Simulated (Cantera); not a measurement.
Cantera run:

```python
import numpy as np
import cantera as ct

gas_names = """
    H HO2 H2 H2O H2O2 O OH O2 O3 Pb PbO Pb2
""".split()
cond_names = """
    H2O(s) H2O(L) Pb(cr) Pb(L) PbO(rd) PbO(yw) PbO(L) PbO2(s) Pb3O4(s)
""".split()


# ... load() reads the species with a 1 bar reference pressure and builds the phases ...
atoms = {
    'PbO': {'Pb': 1, 'O': 1},
    'H2': {'H': 2},
}
top_T = {'Pb3O4(s)': 820}  # K; cautious upper limits of use, not melting points


# ... equilibrate(T, P, feed) seeds the gas with the atoms and calls Mixture.equilibrate('TP', solver="vcs", rtol=1e-11, max_steps=5000) ...
results = []
T = 450  # K
P = 52  # Pa
for m in [0.039, 0.082, 0.17, 0.37, 0.78, 1.7, 3.5, 7.4]:
    feed = {'PbO': 1, 'H2': m}  # mol
    mix = equilibrate(T, P, feed)
    results.append((T, P, feed, dict(zip(mix.species_names, mix.species_moles))))

top = {s: max(r[3][s] / sum(r[3][g] for g in gas_names) for r in results) for s in gas_names}
cols = sorted((s for s in top if top[s] > 1e-05), key=lambda s: -top[s])[:8]
seen = [c for c in cond_names if any(r[3].get(c, 0) > 1e-12 for r in results)]
print("log10 of partial pressures in bar; condensed amounts in mol")
print(f"{'n(H2)':>10s}" + "".join(f"{s[:9]:>10s}" for s in cols + seen))
for T, P, feed, n in results:
    ng = sum(n[g] for g in gas_names)
    print(f"{feed['H2']:10.4g}" + "".join(f"{np.log10(max(n[s] / ng * P / 1e5, 1e-99)):10.3f}" for s in cols)
          + "".join(f"{n.get(c, 0):10.4g}" for c in seen))
```

It prints:

```
log10 of partial pressures in bar; condensed amounts in mol
     n(H2)       H2O        H2    Pb(cr)   PbO(rd)
     0.039    -3.284    -8.781     0.039     0.961
     0.082    -3.284    -8.781     0.082     0.918
      0.17    -3.284    -8.781      0.17      0.83
      0.37    -3.284    -8.781      0.37      0.63
      0.78    -3.284    -8.781      0.78      0.22
       1.7    -3.514    -3.669         1         0
       3.5    -3.828    -3.430         1         0
       7.4    -4.153    -3.347         1         0
```

Method: chemical equilibrium by Gibbs-energy minimisation in Cantera with the NASA 1993 tables (ideal gas, pure condensed phases).
